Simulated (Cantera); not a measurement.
A closed system holds: 1 mol SiCl4, 0.049 mol C3H8, 19 mol H2, equilibrated at 1398.15 K and 200 Pa.

Method: chemical equilibrium by Gibbs-energy minimisation in Cantera with the NASA 1993 tables (ideal gas, pure condensed phases). Candidate condensed phases: C, C6H6, C7H8, C8H18, Si, SiC; 109 gas species. The tables' values for SiCl3 are old estimates; treat these amounts as uncertain. Equilibrium is a limit: real reactors are often held back by kinetics, nucleation or transport.

Base state: H2 0.853, HCl 0.107, SiCl2 0.0391, SiCl3 0.00102, SiCl4 0.000114, H 9.79e-5, SiHCl3 6.37e-5, Cl 1.01e-5 (mole fractions); condensed: SiC(s).

**Question.** What changes in the equilibrium state with this change: temperature from 1398.15 K to 1750 K?

**Answer.** 
```json
[
 {"species": "H2", "before": "0.853", "after": "0.846"},
 {"species": "HCl", "before": "0.107", "after": "0.109"},
 {"species": "SiCl2", "before": "0.0391", "after": "0.0389"},
 {"species": "H", "before": "9.79e-5", "after": "0.00478"},
 {"species": "Si", "before": "3.86e-7", "after": "0.000625"},
 {"species": "SiH", "before": "8.04e-8", "after": "3.40e-5"},
 {"species": "SiCl4", "before": "0.000114", "after": "7.78e-7"},
 {"species": "SiCl", "before": "3.70e-6", "after": "0.000389"},
 {"species": "SiC(s), mol", "before": "0.147", "after": "0.147"}
]
```
The tables' values for SiCl, SiCl3 are old estimates; treat these amounts as uncertain. Gases not in the tables: Si2H6 and higher silanes.

**Question.** What changes in the equilibrium state with this change: H2 from 19 to 66 mol?

**Answer.** 
| species | before | after |
|---|---|---|
| H2 | 0.853 | 0.948 |
| HCl | 0.107 | 0.0455 |
| SiCl2 | 0.0391 | 0.00644 |
| SiCl4 | 0.000114 | 3.06e-6 |
| SiCl3 | 0.00102 | 6.79e-5 |
| SiHCl3 | 6.37e-5 | 4.47e-6 |
| SiC(s), mol | 0.147 | 0.147 |
| Si(s), mol | 0 | 0.408 |
Mutual solubility and eutectic melting of coexisting phases are not modelled.
